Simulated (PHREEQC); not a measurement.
0.013 g of hydrous ferric oxide (600 m²/g; 0.2 weak and 0.005 strong sites per Fe, Dzombak-Morel constants, diffuse double layer) in 1 kg of water with 0.01 mol/kgw of an inert sodium salt and 0.016 mmol/kgw BaCl2 and 0.00061 mmol/kgw ZnSO4, at 25 °C; the pH is set by adding NaOH or the inert anion's acid. Oxygen is held at 0.21 atm. CO2 from the air is kept out. No solid was allowed to form.

Computed with PHREEQC (ion-association model, wateq4f.dat).

Predict Ba sorbed (%), surface charge σ (C/m²), surface potential ψ (mV) at pH = 8, 8.67, 10.


| pH | Ba sorbed (%) | surface charge σ (C/m²) | surface potential ψ (mV) |
|---|---|---|---|
| 8 | 0.9 | 0.002 | 9 |
| 8.67 | 2.8 | -0.006 | -26 |
| 10 | 20.0 | -0.029 | -84 |
